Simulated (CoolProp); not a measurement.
Vapour-liquid equilibrium of dimethyl ether (1) + R227EA (2) at 0.0184 MPa; x and y are mole fractions of (1).

The numbers come from the multi-fluid Helmholtz-energy mixture model, Wu 2011 and Lemmon 2016; pair parameters Bell 2016 in CoolProp.

Give the bubble temperature and the first vapour's composition at x = 0.05, 0.15, 0.65. Is there an azeotrope?

x = 0.05: 224.2 K, y = 0.014; x = 0.15: 225.9 K, y = 0.077; x = 0.65: 221.7 K, y = 0.853. y crosses x between x = 0.25 and 0.35: the model has an azeotrope there.

Pair parameters are fitted to limited data, so mixtures are less certain than the pure fluids.
